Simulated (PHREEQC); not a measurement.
A solution holds 71 mmol/kgw MgCl2 and 52 mmol/kgw NaHCO3, at 25 °C. Closed to the air; pH follows from the charge balance.

All values are PHREEQC results (ion-association model, phreeqc.dat), not measurements.

Each row changes one thing in this solution. No solid was allowed to form.

| case | pH | ionic strength (mol/kgw) |
|---|---|---|
| as made | 7.65 | 0.242 |
| NaHCO3 from 0.052 to 0.26 mol/kgw | 7.69 | ___ |
| temperature from 25 to 30 °C | ___ | 0.242 |
| diluted 2-fold with water | ___ | 0.125 |
| NaHCO3 from 0.052 to 0.0468 mol/kgw | 7.65 | ___ |
| MgCl2 left out | 8.09 | ___ |
| NaHCO3 left out | 6.50 | 0.213 |

Question: Some entries are withheld; supply them.

Answer: 
- NaHCO3 from 0.052 to 0.26 mol/kgw, ionic strength (mol/kgw): 0.391
- temperature from 25 to 30 °C, pH: 7.61
- diluted 2-fold with water, pH: 7.75
- NaHCO3 from 0.052 to 0.0468 mol/kgw, ionic strength (mol/kgw): 0.239
- MgCl2 left out, ionic strength (mol/kgw): 0.0513
